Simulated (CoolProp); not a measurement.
Vapour-liquid equilibrium of diethyl ether (1) + ethanol (2) at 282 K; x and y are mole fractions of (1).

Computed with CoolProp (multi-fluid Helmholtz-energy mixture model, Thol 2014 and Schroeder 2014; pair parameters Bell 2016).

**Question.** Give the bubble pressure and the first vapour's composition at x = 0.45, 0.85, 0.95. Is there an azeotrope?

**Answer.** x = 0.45: 0.02642 MPa, y = 0.923; x = 0.85: 0.03339 MPa, y = 0.967; x = 0.95: 0.03566 MPa, y = 0.987. No azeotrope shows between x = 0.05 and 0.95.

Pair parameters are fitted to limited data, so mixtures are less certain than the pure fluids. With so large a gap from Raoult's law the liquid may split in two, which this calculation doesn't test in full.
